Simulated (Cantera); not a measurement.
A closed system holds: 1 mol TEOS, 5.3 mol H2O, 34 mol H2, held at 1300 K and 14.0 mbar.

Cantera equilibrium calculation (NASA polynomials, part measured and part estimated; ideal gas, pure solids and liquids). Candidate condensed phases: C, C6H6, C7H8, C8H18, H2O, Si, SiC, SiO2; 123 gas species. The feed counts by its element totals alone. The tables hold silica as quartz up to 1696 K and as liquid above; real silica turns to tridymite and cristobalite and melts near 1996 K. Equilibrium is a limit: real reactors are often held back by kinetics, nucleation or transport.

### Question
What is the equilibrium state?

### Answer
```json
{
 "x(H2)": "0.871",
 "x(CO)": "0.129",
 "x(CH4)": "8.35e-5",
 "x(H2O)": "1.43e-5",
 "x(SiO)": "9.13e-6",
 "x(H)": "8.73e-6",
 "x(CO2)": "1.20e-6",
 "n(C(graphite))": "0.696 mol",
 "n(SiO2(β-quartz))": "0.999 mol",
 "gas_amount": "56.60 mol",
 "log10 activity of Si(s) (absent)": "-3.55"
}
```
